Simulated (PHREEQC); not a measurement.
Solution (60 °C): 1 mmol/kgw AgNO3, 0.095 mmol/kgw KNO3 and 0.2 mmol/kgw Zn(NO3)2. Closed to the air; pH follows from the charge balance.

Equilibrium calculation in PHREEQC: ion-association model, wateq4f.dat.

| quantity | before | after |
|---|---|---|
| pH | 5.84 | 6.25 |
| AgNO3 (mol/kgw) | 6.94e-7 | 7.42e-9 |
| AgOH (mol/kgw) | 6.66e-10 | 1.77e-10 |
| SI of Ag2O (Ag2O) | -6.13 | -7.28 |

Q: What was changed between the two runs?
A. diluted 10-fold with water
B. KNO3 from 9.5e-05 to 9.5e-06 mol/kgw
C. Zn(NO3)2 replaced by Cu(NO3)2 at the same molality
D. AgNO3 from 0.001 to 0.0002 mol/kgw
E. AgNO3 from 0.001 to 0.0005 mol/kgw

A: A, diluted 10-fold with water

No solid was allowed to form. At this temperature some constants are extrapolated from 25 °C, and those without enthalpy data are left unchanged.
